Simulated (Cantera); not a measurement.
An adiabatic, constant-volume homogeneous reactor starts with CO : H₂ : O₂ : N₂ = 1 : 0.41 : 1.47 : 5.52 (molar parts), equivalence ratio 0.48, at 1325 K and 11.0 bar.

Model: GRI-Mech 3.0 (53 species, 325 reactions), integrated in Cantera. The hydrogen kinetics of GRI-Mech 3.0 are dated; newer H2 mechanisms differ, most at raised pressure.

x: mole fraction; the columns are a selection and need not sum to one.

| t (s) | T (K) | P (bar) | x CO | x H₂ | x O₂ | x H₂O₂ | x N₂O | x O | x NO₂ |
|---|---|---|---|---|---|---|---|---|---|
| 2.00e-6 | 1325 | 11.0 | 0.119 | 0.0488 | 0.175 | 1.21e-8 | 1.90e-11 | 8.56e-7 | <1e-12 |
| 6.29e-6 | 1441 | 11.9 | 0.116 | 0.0351 | 0.166 | 2.05e-5 | 4.91e-8 | 0.00160 | 6.29e-10 |
| 1.98e-5 | 2708 | 20.8 | 0.0103 | 0.000580 | 0.100 | 7.31e-7 | 4.74e-6 | 0.00295 | ___ |
| 6.23e-5 | 2719 | 20.8 | 0.00896 | 0.000535 | 0.0992 | 7.57e-7 | 4.58e-6 | 0.00271 | ___ |
| 0.000196 | 2710 | 20.8 | 0.00876 | 0.000525 | 0.0971 | 7.39e-7 | 4.55e-6 | 0.00260 | ___ |
| 0.000617 | 2695 | 20.7 | 0.00840 | 0.000507 | 0.0933 | 7.05e-7 | 4.56e-6 | 0.00239 | ___ |
| 0.00194 | 2685 | 20.6 | 0.00816 | 0.000495 | 0.0908 | 6.83e-7 | 4.61e-6 | 0.00227 | 4.19e-5 |
| 0.00612 | 2685 | 20.6 | 0.00814 | 0.000494 | 0.0906 | 6.82e-7 | 4.62e-6 | 0.00226 | 4.28e-5 |
| 0.0192 | 2685 | 20.6 | 0.00814 | 0.000494 | 0.0906 | 6.82e-7 | 4.62e-6 | 0.00226 | 4.28e-5 |
| 0.0606 | 2685 | 20.6 | 0.00814 | 0.000494 | 0.0906 | 6.82e-7 | 4.62e-6 | 0.00226 | 4.28e-5 |
| 0.191 | 2685 | 20.6 | 0.00814 | 0.000494 | 0.0906 | 6.82e-7 | 4.62e-6 | 0.00226 | 4.28e-5 |
| 0.600 | 2685 | 20.6 | 0.00814 | 0.000494 | 0.0906 | 6.82e-7 | 4.62e-6 | 0.00226 | 4.28e-5 |

Problem. Complete the blanks.

Solution. 
- 1.98e-5, x NO₂: 1.02e-6
- 6.23e-5, x NO₂: 4.54e-6
- 0.000196, x NO₂: 1.40e-5
- 0.000617, x NO₂: 3.09e-5
